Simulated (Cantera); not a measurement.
A freely propagating, adiabatic, planar premixed flame of 10.0 % CH₄, 18.2 % O₂, 68.5 % N₂, 3.30 % H₂O, equivalence ratio 1.1, unburnt at 700 K and 1.50 bar; multicomponent transport, grid criteria slope 0.08 and curve 0.16, no radiation.

Cantera simulation using GRI-Mech 3.0 (53 species, 325 reactions); the numbers are that mechanism's predictions, not measurements. Burning velocities carry a grid error of a few per cent, more on coarse grids.

Task: Predict: laminar burning velocity; thermal thickness; peak x(H); peak x(H₂); peak x(CO).

Result: 
```
Item                        Result
------------------------  --------
laminar burning velocity  145 cm/s
thermal thickness         0.239 mm
peak x(H)                  0.00912
peak x(H₂)                  0.0302
peak x(CO)                  0.0573
```
